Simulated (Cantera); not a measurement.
Input: 1 mol HMDSO, 2.9 mol O2, 9.8 mol N2, held at 0.100 bar.

Equilibrium computed with Cantera from the NASA thermochemical tables; the gas is ideal and each condensed phase is pure. Candidate condensed phases: C, C6H6, C7H8, C8H18, H2O, Si, SiC, SiO2, Si2N2O, Si3N4; 151 gas species. The feed counts by its element totals alone. N2 is the only nitrogen source here; it is nearly inert below about 1500 K, so the nitride shown seldom forms there in practice. Mutual solubility and eutectic melting of coexisting phases are not modelled. The tables hold silica as quartz up to 1696 K and as liquid above; real silica turns to tridymite and cristobalite and melts near 1996 K. Gases not in the tables: Si2H6 and higher silanes. Kinetics and transport are ignored.

What share of the Si ends up in condensed phases as a function of T (°C), at 350, 500, 650, 800, 950, 1100, 1250, 1400, 1550, 1700, 1850?


```
T (°C)  Si condensed (%)                  as
------  ----------------  ------------------
350                100.0      SiO2(α-quartz)
500                100.0      SiO2(α-quartz)
650                100.0      SiO2(β-quartz)
800                100.0      SiO2(β-quartz)
950                100.0      SiO2(β-quartz)
1100               100.0           Si2N2O(s)
1250                99.9           Si2N2O(s)
1400                99.0           Si2N2O(s)
1550                79.3  SiC(s) + Si2N2O(s)
1700                29.3              SiC(s)
1850                28.1              SiC(s)
```
